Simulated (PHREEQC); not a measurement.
Ultrapure water in contact with air or piping: an equilibrium model

A made-up water analysis in mg/L, 20 °C, pH 6.6, pe 13:

| constituent | mg/L |
|---|---|
| Na | 0.194 |
| K | 0.0988 |
| Ca | 0.285 |
| Mg | 0.0708 |
| Cl | 0.301 |
| S(6) as SO4 | 0.242 |
| Alkalinity as HCO3 | 1.05 |
| Cu(2) | 0.0263 |
| N(5) as NO3 | 0.000442 |
| Cd | 0.0406 |
| B | 7.96e-05 |
| Zn | 0.000478 |
| Pb | 0.00297 |

Valence states are taken as typed.

All values are PHREEQC results (ion-association model, phreeqc.dat), not measurements.

```
Item                           Result
--------------------  ---------------
ionic strength        4.49e-5 mol/kgw
charge-balance error            2.9 %
```

| species | molality | activity | log γ |
|---|---|---|---|
| HCO3- | 1.72e-5 | 1.71e-5 | -0.003 |
| CO2 | 1.03e-5 | 1.03e-5 | 0.000 |
| Cl- | 8.49e-6 | 8.42e-6 | -0.003 |
| Na+ | 8.44e-6 | 8.37e-6 | -0.003 |
| Ca+2 | 7.11e-6 | 6.89e-6 | -0.013 |
| Mg+2 | 2.91e-6 | 2.82e-6 | -0.013 |
| K+ | 2.53e-6 | 2.51e-6 | -0.003 |
| SO4-2 | 2.51e-6 | 2.44e-6 | -0.013 |
| Cd+2 | 3.60e-7 | 3.49e-7 | -0.013 |
| Cu+2 | 2.99e-7 | 2.90e-7 | -0.013 |
| H+ | 2.53e-7 | 2.51e-7 | -0.003 |
| Cu(OH)2 | 9.60e-8 | 9.60e-8 | 0.000 |
| OH- | 2.75e-8 | 2.72e-8 | -0.003 |
| Pb+2 | 1.26e-8 | 1.22e-8 | -0.013 |

Precipitation was switched off in this run. Complexes and solids missing from the database can't appear. The database's constant for dissolved Cu(OH)2 is higher than later reviews accept.
